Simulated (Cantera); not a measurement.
# Hydrocarbon pyrolysis for carbon deposition

An isothermal, constant-pressure homogeneous reactor starts with C₂H₆ : N₂ = 1 : 7.7 (molar parts), at 1600 K and 0.710 bar.

Cantera simulation using GRI-Mech 3.0 (53 species, 325 reactions); the numbers are that mechanism's predictions, not measurements. GRI-Mech 3.0 stops at C3 and has no aromatics, soot or wall deposition, so with more carbon than oxygen in the feed, carbon stays in small species such as C2H2 where larger ones or solid carbon would form.

| t (s) | x C₂H₆ | x HCN | x CH₂ | x C₂H | x H₂ | x C₂H₂ | x CH₃ |
|---|---|---|---|---|---|---|---|
| 1.00e-6 | 0.115 | <1e-12 | 2.09e-8 | <1e-12 | 4.49e-6 | 6.59e-11 | 0.000582 |
| 3.92e-6 | 0.113 | 1.18e-10 | 7.18e-7 | <1e-12 | 0.000221 | 5.30e-8 | 0.00200 |
| 1.53e-5 | 0.102 | 4.34e-8 | 4.81e-6 | 2.55e-9 | 0.00632 | 5.91e-5 | 0.00457 |
| 6.01e-5 | 0.0573 | 1.81e-7 | 5.06e-6 | 4.21e-8 | 0.0378 | 0.00319 | 0.00418 |
| 0.000235 | 0.00603 | 2.86e-7 | 1.42e-6 | 1.46e-7 | 0.0888 | 0.0265 | 0.00132 |
| 0.000922 | 0.000157 | 2.96e-7 | 6.30e-8 | 5.67e-8 | 0.117 | 0.0525 | 0.000224 |
| 0.00361 | 1.97e-5 | 2.92e-7 | 1.20e-8 | 3.13e-8 | 0.131 | 0.0677 | 9.52e-5 |
| 0.0141 | 1.64e-5 | 2.90e-7 | 1.14e-8 | 3.60e-8 | 0.142 | 0.0783 | 9.19e-5 |
| 0.0554 | 1.34e-5 | 2.93e-7 | 1.05e-8 | 3.72e-8 | 0.146 | 0.0802 | 8.38e-5 |
| 0.217 | 7.20e-6 | 3.05e-7 | 8.01e-9 | 3.96e-8 | 0.157 | 0.0836 | 6.19e-5 |
| 0.850 | 1.92e-6 | 3.38e-7 | 4.25e-9 | 4.39e-8 | 0.172 | 0.0882 | 3.10e-5 |
| 3.33 | 7.25e-7 | 4.10e-7 | 2.33e-9 | 4.63e-8 | 0.179 | 0.0902 | 1.64e-5 |
| 13.0 | 6.83e-7 | 6.40e-7 | 2.23e-9 | 4.65e-8 | 0.179 | 0.0903 | 1.56e-5 |
| 51.1 | 6.83e-7 | 1.57e-6 | 2.23e-9 | 4.65e-8 | 0.179 | 0.0903 | 1.56e-5 |
| 200 | 6.83e-7 | 5.58e-6 | 2.23e-9 | 4.65e-8 | 0.179 | 0.0903 | 1.56e-5 |
x: mole fraction; the columns are a selection and need not sum to one.

Equilibrium at this temperature and pressure: C₂H₆ 3.47e-7, HCN 0.0934, CH₂ 1.58e-9, C₂H 2.29e-8, H₂ 0.182, C₂H₂ 0.0447, CH₃ 1.11e-5 (gas phase only).
